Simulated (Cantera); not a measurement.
A closed system holds: 1 mol CO2, a varied amount of H2O, 7.3 mol O2, equilibrated at 2598 K and 1 atm.

Cantera equilibrium calculation (NASA polynomials, part measured and part estimated; ideal gas, pure solids and liquids). Candidate condensed phases: C, C6H6, C7H8, C8H18, H2O; 110 gas species. Kinetics and transport are ignored.

x: gas mole fraction; nothing condenses.

| n(H2O) (mol) | x O2 | x H2O | x CO2 | x OH | x O | x CO | x H2 |
|---|---|---|---|---|---|---|---|
| 0.27 | 0.827 | 0.0237 | 0.107 | 0.0133 | 0.0208 | 0.00713 | 0.000244 |
| 0.91 | 0.764 | 0.0831 | 0.0995 | 0.0244 | 0.0200 | 0.00686 | 0.000887 |
| 1.5 | 0.715 | 0.132 | 0.0931 | 0.0302 | 0.0194 | 0.00664 | 0.00146 |
| 2.2 | 0.665 | 0.184 | 0.0866 | 0.0350 | 0.0187 | 0.00640 | 0.00211 |
| 2.8 | 0.628 | 0.223 | 0.0817 | 0.0380 | 0.0182 | 0.00622 | 0.00263 |
| 3.5 | 0.589 | 0.264 | 0.0766 | 0.0407 | 0.0176 | 0.00602 | 0.00321 |
| 4.1 | 0.560 | [?] | 0.0727 | 0.0425 | 0.0171 | 0.00586 | [?] |
| 4.7 | 0.533 | [?] | 0.0692 | 0.0440 | 0.0167 | 0.00572 | [?] |
| 5.4 | 0.505 | 0.355 | 0.0655 | 0.0454 | 0.0163 | 0.00556 | 0.00466 |
| 6 | 0.483 | 0.379 | 0.0626 | 0.0464 | 0.0159 | 0.00543 | 0.00508 |

**Question.** Fill in the missing entries.

**Answer.** 
- 4.7, x H2O: 0.325
- 4.7, x H2: 0.00415
- 4.1, x H2O: 0.296
- 4.1, x H2: 0.00369
